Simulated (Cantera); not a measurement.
Source: NASA polynomial tables (part measured, part estimated), evaluated in Cantera. Values are per mole of reaction as written; species without (g) are pure solids or liquids, kept so even where they would boil at 1 bar.

N₂O(g) + 4 B₂O₂(g) ⇌ 3 B₂O₃(g) + 2 BN

```csv
T (K),ΔH° (kJ),ΔS° (J/K),ΔG° (kJ),log10 K
300,-1267.2,-309.7,-1174.3,204.47
2350,___,___,___,___
2400,___,___,___,___
2450,-1251.2,-307.2,-498.7,10.63
2500,-1250.6,-306.9,-483.3,10.10
2550,___,___,___,___
2600,___,___,___,___
2650,-1248.9,-306.2,-437.3,8.62
```

Problem. Fill in the missing entries.

Solution. 
- 2350, ΔH° (kJ): -1252.4
- 2350, ΔS° (J/K): -307.7
- 2350, ΔG° (kJ): -529.4
- 2350, log10 K: 11.77
- 2400, ΔH° (kJ): -1251.8
- 2400, ΔS° (J/K): -307.4
- 2400, ΔG° (kJ): -514.0
- 2400, log10 K: 11.19
- 2550, ΔH° (kJ): -1250.0
- 2550, ΔS° (J/K): -306.7
- 2550, ΔG° (kJ): -468.0
- 2550, log10 K: 9.59
- 2600, ΔH° (kJ): -1249.5
- 2600, ΔS° (J/K): -306.5
- 2600, ΔG° (kJ): -452.7
- 2600, log10 K: 9.09
